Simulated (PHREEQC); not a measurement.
Dissolve 0.001 mol MgSO4 and 0.00011 mol NaHCO3 per kg of water at 25 °C and 100 atm. Closed to the air; pH follows from the charge balance.

Equilibrium calculation in PHREEQC: ion-association model, phreeqc.dat.

This is a speciation only: nothing precipitates in the calculation.

Problem. Estimate the pH.

Solution. pH 7.96.

Problem. In which forms is Mg present?

Solution. Mg+2 89 %, MgSO4 11 % of the Mg.

Under pressure, the constants of complexes without a molar volume in the database are unreliable.
